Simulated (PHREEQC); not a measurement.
A solution holds 0.002 mol (NH4)2HPO4 per kg of water, at 25 °C. Closed to the air; pH follows from the charge balance.

Computed with PHREEQC (ion-association model, phreeqc.dat).

The ionic strength comes out as 0.00558 mol/kgw. What activity coefficients do OH-, NH4+, HPO4-2, H2PO4- get?

OH- 0.92, NH4+ 0.92, HPO4-2 0.73, H2PO4- 0.92.

No solid was allowed to form.
